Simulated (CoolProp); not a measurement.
Properties of octamethyltrisiloxane (MDM) along the isotherm 575 K (Tc = 565.4 K, pc = 1.438 MPa, ω = 0.528).

The numbers come from the reference Helmholtz-energy equation of state, Thol 2017 in CoolProp.

| p (MPa) | phase | Z | speed of sound (m/s) | Joule-Thomson coefficient (K/MPa) | expansivity (1/kK) |
|---|---|---|---|---|---|
| 0.327 | gas | 0.9246 | 132.8 | 9.361 | 2.344 |
| 0.653 | gas | 0.8380 | 120.1 | 11.18 | 3.368 |
| 0.98 | gas | 0.7330 | 104.0 | 14.26 | 5.469 |
| 1.31 | gas | 0.5908 | 81.58 | 20.77 | 11.99 |
| 1.63 | supercritical | 0.3260 | 51.19 | 32.11 | 89.15 |
| 1.96 | supercritical | 0.2507 | 99.75 | 6.542 | 15.38 |
| 2.29 | supercritical | 0.2697 | 132.6 | 3.571 | 8.982 |
| 2.61 | supercritical | 0.2938 | 156.2 | 2.480 | 6.779 |
| 2.94 | supercritical | 0.3203 | 176.1 | 1.872 | 5.572 |
| 3.27 | supercritical | 0.3473 | 193.2 | 1.489 | 4.814 |
| 3.59 | supercritical | 0.3737 | 207.9 | 1.230 | 4.299 |
